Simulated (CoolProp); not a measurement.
Values from CoolProp's reference Helmholtz-energy equation of state, McLinden 2015.

Problem. Give the vapour pressure (MPa), vapour density (kg/m³), enthalpy of vaporisation (kJ/kg), liquid cp (kJ/(kg K)) of saturated the fluoroketone C6F12O (FK-5-1-12) at 17.55, 24.05 °C.

Solution. 
| T (°C) | p (MPa) | vapour density (kg/m³) | enthalpy of vaporisation (kJ/kg) | liquid cp (kJ/(kg K)) |
|---|---|---|---|---|
| 17.55 | 0.0292 | 3.93 | 96.9 | 1.10 |
| 24.05 | 0.0388 | 5.13 | 95.1 | 1.10 |
